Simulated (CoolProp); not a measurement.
CHF3 (R23) along the isotherm 238.4 K: density (kg/m³) from the reference equation and from simpler models built on Tc = 299.3 K, pc = 4.832 MPa, ω = 0.263; each cubic takes its own stable root.

Computed with CoolProp (reference Helmholtz-energy equation of state, Penoncello 2003).

```json
[
 {"p (MPa)": "0.153", "phase": "gas", "reference": "5.548"},
 {"p (MPa)": "0.272", "phase": "gas", "reference": "10.08"},
 {"p (MPa)": "0.483", "phase": "gas", "reference": "18.69"},
 {"p (MPa)": "1.53", "phase": "liquid", "reference": "1248"},
 {"p (MPa)": "2.72", "phase": "liquid", "reference": "1255"},
 {"p (MPa)": "4.83", "phase": "liquid", "reference": "1266"},
 {"p (MPa)": "8.59", "phase": "liquid", "reference": "1284"},
 {"p (MPa)": "15.3", "phase": "liquid", "reference": "1312"},
 {"p (MPa)": "27.2", "phase": "liquid", "reference": "1351"},
 {"p (MPa)": "48.3", "phase": "liquid", "reference": "1404"}
]
```

Q: How far does each simpler model (Redlich-Kwong, Soave-Redlich-Kwong) lie from the reference over these 10 states: mean and median of the absolute difference, and the worst?

A: 
- Redlich-Kwong: mean 12.3 %, median 15.4 %, worst -19.9 % at 238.4 K and 1.53 MPa
- Soave-Redlich-Kwong: mean 10.2 %, median 13.3 %, worst -15.8 % at 238.4 K and 1.53 MPa
